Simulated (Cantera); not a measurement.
Charge: 1 mol B, a varied amount of O2, 0.99 mol H2, at 1725 °C and 13.3 mbar.

Method: chemical equilibrium by Gibbs-energy minimisation in Cantera with the NASA 1993 tables (ideal gas, pure condensed phases). Candidate condensed phases: B, B2O3, B3O3H3, H2O; 23 gas species. The numbers say what is thermodynamically allowed, not how fast it happens.

Which condensed phases are stable at each of these points (n(O2) (mol)): 0.35, 0.46, 0.61, 0.8, 1.1, 1.4, 1.8, 2.4, 3.2, 4.2, 5.6, 7.3?


| n(O2) (mol) | condensed phases | B condensed (%) |
|---|---|---|
| 0.35 | B(s) | 31.0 |
| 0.46 | B(s) | 9.6 |
| 0.61 | gas only | 0.0 |
| 0.8 | gas only | 0.0 |
| 1.1 | gas only | 0.0 |
| 1.4 | gas only | 0.0 |
| 1.8 | gas only | 0.0 |
| 2.4 | gas only | 0.0 |
| 3.2 | gas only | 0.0 |
| 4.2 | gas only | 0.0 |
| 5.6 | gas only | 0.0 |
| 7.3 | gas only | 0.0 |

From 0.35 mol O2 to 0.46 mol O2 the condensed part is B(s). From 0.61 mol O2 to 7.3 mol O2 nothing is condensed.
